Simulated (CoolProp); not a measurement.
Aqueous methanol as a coolant, 57 % by mass, freezing at -67.2 °C, 1 atm.

The numbers come from the Melinder's fits for secondary coolants in CoolProp.

```json
[
 {"T (°C)": "-25.3", "viscosity (mPa s)": "8.17", "Prandtl number": "78.0", "conductivity (W/(m K))": "0.312", "density (kg/m³)": "932.3"},
 {"T (°C)": "-19.1", "viscosity (mPa s)": "6.19", "Prandtl number": "60.5", "conductivity (W/(m K))": "0.313", "density (kg/m³)": "928.2"},
 {"T (°C)": "-13", "viscosity (mPa s)": "4.82", "Prandtl number": "48.1", "conductivity (W/(m K))": "0.314", "density (kg/m³)": "924.1"},
 {"T (°C)": "-6.8", "viscosity (mPa s)": "3.81", "Prandtl number": "(withheld)", "conductivity (W/(m K))": "0.315", "density (kg/m³)": "919.8"},
 {"T (°C)": "-0.6", "viscosity (mPa s)": "3.07", "Prandtl number": "31.7", "conductivity (W/(m K))": "0.316", "density (kg/m³)": "(withheld)"},
 {"T (°C)": "5.5", "viscosity (mPa s)": "2.52", "Prandtl number": "26.4", "conductivity (W/(m K))": "0.317", "density (kg/m³)": "911.3"},
 {"T (°C)": "11.7", "viscosity (mPa s)": "2.09", "Prandtl number": "22.2", "conductivity (W/(m K))": "0.319", "density (kg/m³)": "907.0"},
 {"T (°C)": "17.8", "viscosity (mPa s)": "(withheld)", "Prandtl number": "18.8", "conductivity (W/(m K))": "0.320", "density (kg/m³)": "(withheld)"},
 {"T (°C)": "24", "viscosity (mPa s)": "1.49", "Prandtl number": "(withheld)", "conductivity (W/(m K))": "0.321", "density (kg/m³)": "898.3"},
 {"T (°C)": "30.2", "viscosity (mPa s)": "1.27", "Prandtl number": "13.8", "conductivity (W/(m K))": "0.322", "density (kg/m³)": "(withheld)"},
 {"T (°C)": "36.3", "viscosity (mPa s)": "1.09", "Prandtl number": "11.9", "conductivity (W/(m K))": "0.323", "density (kg/m³)": "889.5"}
]
```

Q: What belongs in the gaps?

A: 
- -6.8, Prandtl number: 38.7
- -0.6, density (kg/m³): 915.5
- 17.8, viscosity (mPa s): 1.76
- 17.8, density (kg/m³): 902.7
- 24, Prandtl number: 16.1
- 30.2, density (kg/m³): 893.8
